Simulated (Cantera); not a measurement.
Input: 1 mol CO2, 0.49 mol H2, 0.078 mol O2, equilibrated at 0.133 bar.

Method: chemical equilibrium by Gibbs-energy minimisation in Cantera with the NASA 1993 tables (ideal gas, pure condensed phases). Candidate condensed phases: C, C6H6, C7H8, C8H18, H2O; 110 gas species. The numbers say what is thermodynamically allowed, not how fast it happens.

Question: At 1923 K, list the 7 most abundant gas species with their mole fractions, and the condensed phases.

Answer: CO2 0.475, H2O 0.300, CO 0.195, H2 0.0287, H 0.000437, OH 0.000393, O2 2.03e-5. Condensed: gas only.
